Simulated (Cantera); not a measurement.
What does this Cantera script print?

```python
import numpy as np
import cantera as ct

gas = ct.Solution("gri30.yaml")
gas.TPX = 598, 200000, {'CH4': 1, 'CO': 0.042, 'O2': 3.37, 'N2': 24.3}
inlet = ct.Reservoir(gas, clone=True)
gas.equilibrate("HP")  # start burning
reactor = ct.IdealGasConstPressureReactor(gas, energy="on", clone=False)
exhaust = ct.Reservoir(gas, clone=True)
tau = [0.1, 0.042, 0.018, 0.0076, 0.0032, 0.0014, 0.00057, 0.00024, 0.0001, 4.4e-05, 1.8e-05][0]
for a, b in ((inlet, reactor), (reactor, exhaust)):
    ct.MassFlowController(a, b, mdot=lambda t: reactor.mass / tau)
net = ct.ReactorNet([reactor])
show = ['CH4', 'CO', 'O2', 'C2H6', 'NO', 'CH2CO', 'HO2']

rows = []
print(f"{'tau/s':>10s}{'T/K':>9s}" + "".join(f"{s:>11s}" for s in show))
for tau in [0.1, 0.042, 0.018, 0.0076, 0.0032, 0.0014, 0.00057, 0.00024, 0.0001, 4.4e-05, 1.8e-05]:
    net.initial_time = 0.0
    net.advance(30 * tau)
    before = gas.X
    net.advance(40 * tau)
    drift = np.max(np.abs(gas.X - before) / (gas.X + 1e-9))
    rows.append([gas.T, *gas[show].X, drift])
    print(f"{tau:10.3e}{gas.T:9.1f}" + "".join(f"{x:11.3e}" for x in gas[show].X))
```

Output:

```
     tau/s      T/K        CH4         CO         O2       C2H6         NO      CH2CO        HO2
 1.000e-01   1423.7  3.195e-05  3.429e-04  4.721e-02  1.851e-08  1.146e-06  3.444e-08  3.723e-06
 4.200e-02   1420.1  5.807e-05  6.484e-04  4.741e-02  4.069e-08  9.435e-07  7.301e-08  6.451e-06
 1.800e-02   1413.6  1.065e-04  1.226e-03  4.779e-02  8.959e-08  7.244e-07  1.504e-07  1.084e-05
 7.600e-03   1400.2  2.100e-04  2.429e-03  4.862e-02  2.286e-07  5.269e-07  3.385e-07  1.823e-05
 3.200e-03    598.0  3.483e-02  1.463e-03  1.174e-01  6.835e-18  4.210e-22  1.183e-18  1.069e-16
 1.400e-03    598.0  3.483e-02  1.463e-03  1.174e-01  4.424e-21  2.725e-25  7.659e-22  4.662e-17
 5.700e-04    598.0  3.483e-02  1.463e-03  1.174e-01  2.579e-23  1.587e-27  4.461e-24  1.908e-17
 2.400e-04    598.0  3.483e-02  1.463e-03  1.174e-01  1.146e-25  6.847e-30  1.926e-26  7.973e-18
 1.000e-04    598.0  3.483e-02  1.463e-03  1.174e-01  3.187e-27  1.662e-31  4.689e-28  3.390e-18
 4.400e-05    598.0  3.483e-02  1.463e-03  1.174e-01  1.844e-28  7.909e-33  2.251e-29  1.522e-18
 1.800e-05    598.0  3.483e-02  1.463e-03  1.174e-01  1.330e-29  4.785e-34  1.389e-30  6.369e-19
```

Model: GRI-Mech 3.0 (53 species, 325 reactions), integrated in Cantera.
